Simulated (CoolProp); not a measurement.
Properties of nitrous oxide along the isotherm 253.4 K (Tc = 309.5 K, pc = 72.45 bar, ω = 0.161).

The numbers come from the reference Helmholtz-energy equation of state, Lemmon 2006 in CoolProp. It is a short technical equation, of lower accuracy than the large ones.

```
p (bar)   phase  density (kg/m³)  cp (kJ/(kg K))  cv (kJ/(kg K))  Joule-Thomson coefficient (K/MPa)
-------  ------  ---------------  --------------  --------------  ---------------------------------
32.9     liquid             1004           1.955          0.9100                            0.03241
65.9     liquid             1017           1.897          0.9103                           -0.01328
98.8     liquid             1029           1.852          0.9111                           -0.05003
132      liquid             1040           1.815          0.9122                           -0.08074
165      liquid             1050           1.784          0.9135                            -0.1065
198      liquid             1059           1.758          0.9149                            -0.1287
231      liquid             1067           1.736          0.9165                            -0.1480
263      liquid             1075           1.717          0.9180                            -0.1644
296      liquid             1083           1.700          0.9197                            -0.1795
329      liquid             1090           1.685          0.9214                            -0.1930
362      liquid             1097           1.672          0.9232                            -0.2051
```
